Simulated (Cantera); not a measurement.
**Hydrogen reduction and annealing atmospheres: PbS + H₂ + N₂**

Charge: 1 mol PbS, 110 mol H₂, 4.4 mol N₂, equilibrated at 1 atm.

These are equilibrium values from Cantera (NASA tables, ideal gas, pure condensed phases), not measurements of a reactor. Candidate condensed phases: Pb, PbS, S; 18 gas species. Gases not in the tables: S₃ to S₇. Rates play no part.

At 873 K the condensed part is Pb(l) + PbS(s). From 973 K to 1273 K the condensed part is Pb(l). From 1373 K to 1973 K nothing is condensed. The main Pb-bearing gas is PbS at 873 K and Pb at 1973 K.

```
T (K)   x H₂    x N₂    x H₂S      x Pb     x PbS       x H  n Pb(l)  n PbS(s)
-----  -----  ------  -------  --------  --------  --------  -------  --------
873    0.957  0.0383  0.00454   6.28e-7   1.84e-6  4.55e-11    0.519     0.481
973    0.953  0.0384  0.00871   8.63e-6   2.81e-5   1.05e-9    0.996         0
1073   0.953  0.0384  0.00859   7.21e-5  0.000148   1.36e-8    0.975         0
1173   0.952  0.0384  0.00817  0.000416  0.000560   1.14e-7    0.888         0
1273   0.951  0.0383  0.00715   0.00181   0.00156   6.91e-7    0.613         0
1373   0.948  0.0381  0.00567   0.00568   0.00298   3.22e-6        0         0
1473   0.947  0.0381  0.00599   0.00602   0.00264   1.22e-5        0         0
1573   0.947  0.0381  0.00625   0.00631   0.00235   3.93e-5        0         0
1673   0.947  0.0381  0.00642   0.00656   0.00210  0.000110        0         0
1773   0.946  0.0381  0.00650   0.00679   0.00187  0.000275        0         0
1873   0.946  0.0381  0.00646   0.00701   0.00165  0.000624        0         0
1973   0.945  0.0381  0.00629   0.00721   0.00145   0.00130        0         0
```
x: gas mole fraction; n: condensed amount in mol.
